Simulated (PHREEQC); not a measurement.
A made-up water analysis in mg/L, 25 °C, pH 6.13, pe 2.7:

| constituent | mg/L |
|---|---|
| Na | 0.551 |
| K | 1.18 |
| Ca | 1.2 |
| Mg | 0.306 |
| Cl | 1.05 |
| S(6) as SO4 | 0.66 |
| Alkalinity as HCO3 | 5.97 |
| F | 0.0294 |
| B | 0.00557 |
| Si as SiO2 | 0.152 |
| Zn | 0.0127 |
| Fe(2) | 0.0913 |

Na is adjusted to close the charge balance.
Valence states are taken as typed.

Computed with PHREEQC (ion-association model, phreeqc.dat).

```tsv
quantity	before	after
CaHCO3+ (mol/kgw)	3.52e-8	5.24e-7
CaSO4 (mol/kgw)	3.19e-8	4.40e-7
MgSO4 (mol/kgw)	1.76e-8	2.43e-7
FeHCO3+ (mol/kgw)	1.50e-8	2.18e-7
SI of Quartz (SiO2)	-1.62	-1.01
```

Q: Which change was made?
A. pH from 6.13 to 6.43 at the same alkalinity
B. Cl from 1.05 to 0.525 mg/L
C. all concentrations times 4 at the same typed pH

A: C, all concentrations times 4 at the same typed pH

This is a speciation only: nothing precipitates in the calculation. SiF6-2 is the database's only silicon fluoride. Real BF4- forms and hydrolyses slowly; the run takes it at equilibrium. Fluoro complexes past AlF4- and FeF3 are missing from the database.
